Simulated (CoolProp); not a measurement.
Model: reference Helmholtz-energy equation of state, Gao 2016, in CoolProp.

Task: For sulfur dioxide, give the phase and the density (kg/m³), Joule-Thomson coefficient (K/MPa), isothermal compressibility (1/MPa), expansivity (1/kK) at 352 K and 30.6 MPa; 384.4 K and 30.6 MPa; 427.5 K and 30.6 MPa.

Result: 
- 352 K and 30.6 MPa: liquid; density 1290, Joule-Thomson coefficient -0.174, isothermal compressibility 0.00186, expansivity 1.98
- 384.4 K and 30.6 MPa: liquid; density 1210, Joule-Thomson coefficient -0.0704, isothermal compressibility 0.00271, expansivity 2.29
- 427.5 K and 30.6 MPa: liquid; density 1080, Joule-Thomson coefficient 0.159, isothermal compressibility 0.00483, expansivity 2.92
